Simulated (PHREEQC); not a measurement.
**Alkaline etch or developer**

A solution holds 0.165 mol/kgw CsOH, 0.02 mol/kgw CO2 and 0.0025 mol/kgw (CH3)4NCl, at 25 °C. Closed to the air; pH follows from the charge balance.

Model: ion-association model, wateq4f.dat, run in PHREEQC.

```json
{
 "pH": "12.95",
 "ionic_strength": "0.188 mol/kgw",
 "total_alkalinity": "165 meq/kg"
}
```

```
species   molality  activity   log γ
--------  --------  --------  ------
Cs+          0.165     0.124  -0.125
OH-          0.125    0.0890  -0.147
CO3-2       0.0200   0.00632  -0.500
Cl-        0.00250   0.00179  -0.145
(CH3)4N+   0.00250   0.00181  -0.141
HCO3-      2.01e-5   1.51e-5  -0.125
```

This is a speciation only: nothing precipitates in the calculation. Species that the database lacks are ignored. (CH3)4N+ isn't in the database: it is added as a free cation with an ion size of 4 Å.
